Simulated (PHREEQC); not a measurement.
Solution (20 °C): 0.015 mol ZnSO4 and 0.00088 mol CdBr2 per kg of water. Closed to the air; pH follows from the charge balance.

Computed with PHREEQC (ion-association model, phreeqc.dat).

This is a speciation only: nothing precipitates in the calculation.

**Question.** Predict the pH, ionic strength.

**Answer.** pH 5.78; ionic strength 0.0404 mol/kgw.

**Question.** In which forms is Zn present?

**Answer.** Zn+2 65 %, ZnSO4 32 %, Zn(SO4)2-2 2.5 % of the Zn.

Species that the database lacks are ignored.
